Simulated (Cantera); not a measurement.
## Diamond growth

A diamond (100) surface in a fixed gas of H2 with x(CH4) = 0.0056, x(H) = 0.00051, x(CH3) = 1.7e-05, 8.25 Torr; coverages are run to steady state.

Cantera simulation using the Harris–Goodwin 1993 mechanism for the reconstructed diamond (100) surface; the numbers are that mechanism's predictions, not measurements.

```json
[
 {"T (K)": "950", "growth (µm/h)": "0.0504", "θ c6HH": "0.635", "θ c6H*": "0.0137", "θ c6*H": "0.326", "θ c6**": "0.00593", "θ c6HM": "0.0145"},
 {"T (K)": "1025", "growth (µm/h)": "0.0267", "θ c6HH": "0.581", "θ c6H*": "0.0201", "θ c6*H": "0.384", "θ c6**": "0.00954", "θ c6HM": "0.00370"},
 {"T (K)": "1100", "growth (µm/h)": "0.0116", "θ c6HH": "0.532", "θ c6H*": "0.0269", "θ c6*H": "0.426", "θ c6**": "0.0134", "θ c6HM": "0.000613"},
 {"T (K)": "1175", "growth (µm/h)": "0.00887", "θ c6HH": "0.496", "θ c6H*": "0.0337", "θ c6*H": "0.453", "θ c6**": "0.0168", "θ c6HM": "0.000101"},
 {"T (K)": "1250", "growth (µm/h)": "0.00794", "θ c6HH": "0.474", "θ c6H*": "0.0401", "θ c6*H": "0.467", "θ c6**": "0.0192", "θ c6HM": "1.77e-5"},
 {"T (K)": "1325", "growth (µm/h)": "0.00394", "θ c6HH": "0.465", "θ c6H*": "0.0457", "θ c6*H": "0.469", "θ c6**": "0.0204", "θ c6HM": "3.34e-6"},
 {"T (K)": "1400", "growth (µm/h)": "0.00114", "θ c6HH": "0.467", "θ c6H*": "0.0505", "θ c6*H": "0.462", "θ c6**": "0.0206", "θ c6HM": "7.68e-7"}
]
```
θ: site fractions in the mechanism's names (c6HH fully hydrogenated, c6H* and c6*H radical sites, c6** diradical, c6HM methylated).
